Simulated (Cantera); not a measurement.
A Cantera script and its output.

```python
import numpy as np
import cantera as ct

gas = ct.Solution("gri30.yaml")
gas.TPX = 900, 100000, {'CO': 0.0068, 'O2': 0.0046, 'H2O': 0.018, 'N2': 1}
reactor = ct.IdealGasConstPressureReactor(gas, energy="off", clone=False)
net = ct.ReactorNet([reactor])
net.rtol, net.atol = 1e-08, 1e-18
show = ['CO', 'O2', 'H2O', 'HO2', 'H2']
times = np.geomspace(0.0007, 100, 13)

steps = ct.SolutionArray(gas, extra=["t"])
rows = []
print(f"{'t/s':>10s}{'T/K':>9s}{'P/Pa':>11s}" + "".join(f"{s:>11s}" for s in show))
for t in times:
    while net.time < t:
        t_next = net.step()
        steps.append(gas.state, t=t_next)
    rows.append([np.interp(t, steps.t, y) for y in (steps.T, steps.P, *steps(*show).X.T)])
    print(f"{t:10.3e}{rows[-1][0]:9.1f}{rows[-1][1]:11.4g}" + "".join(f"{x:11.3e}" for x in rows[-1][2:]))
rate = np.gradient(steps.T, steps.t)
print("integrator steps:", len(steps.t))
if steps.T.max() > steps.T[0] + 200:
    print(f"time of steepest temperature rise: {steps.t[rate.argmax()]:.4e} s")
gas.TPX = 900, 100000, {'CO': 0.0068, 'O2': 0.0046, 'H2O': 0.018, 'N2': 1}
gas.equilibrate("TP")
print(f"equilibrium (TP): T = {gas.T:.1f} K  " + "  ".join(f"{s} {gas[s].X[0]:.3e}" for s in show))
```

Result:

```
       t/s      T/K       P/Pa         CO         O2        H2O        HO2         H2
 7.000e-04    900.0      1e+05  6.606e-03  4.469e-03  1.749e-02  1.290e-13  4.764e-15
 1.882e-03    900.0      1e+05  6.606e-03  4.469e-03  1.749e-02  1.316e-12  4.945e-14
 5.061e-03    900.0      1e+05  6.606e-03  4.469e-03  1.749e-02  9.101e-12  3.523e-13
 1.361e-02    900.0      1e+05  6.606e-03  4.469e-03  1.749e-02  4.487e-11  1.884e-12
 3.659e-02    900.0      1e+05  6.606e-03  4.469e-03  1.749e-02  1.726e-10  8.873e-12
 9.840e-02    900.0      1e+05  6.606e-03  4.469e-03  1.749e-02  7.115e-10  5.250e-11
 2.646e-01    900.0      1e+05  6.606e-03  4.469e-03  1.749e-02  5.771e-09  6.384e-10
 7.114e-01    900.0      1e+05  6.603e-03  4.467e-03  1.749e-02  2.615e-07  6.393e-08
 1.913e+00    900.0      1e+05  6.511e-03  4.422e-03  1.748e-02  8.978e-07  4.044e-06
 5.144e+00    900.0      1e+05  6.152e-03  4.251e-03  1.747e-02  9.407e-07  1.932e-05
 1.383e+01    900.0      1e+05  5.226e-03  3.801e-03  1.745e-02  9.301e-07  4.429e-05
 3.719e+01    900.0      1e+05  3.327e-03  2.858e-03  1.746e-02  7.866e-07  5.467e-05
 1.000e+02    900.0      1e+05  1.081e-03  1.724e-03  1.750e-02  4.786e-07  2.979e-05
integrator steps: 693
equilibrium (TP): T = 900.0 K  CO 2.713e-13  O2 1.169e-03  H2O 1.754e-02  HO2 1.345e-12  H2 1.652e-12
```

Cantera simulation using GRI-Mech 3.0 (53 species, 325 reactions); the numbers are that mechanism's predictions, not measurements.
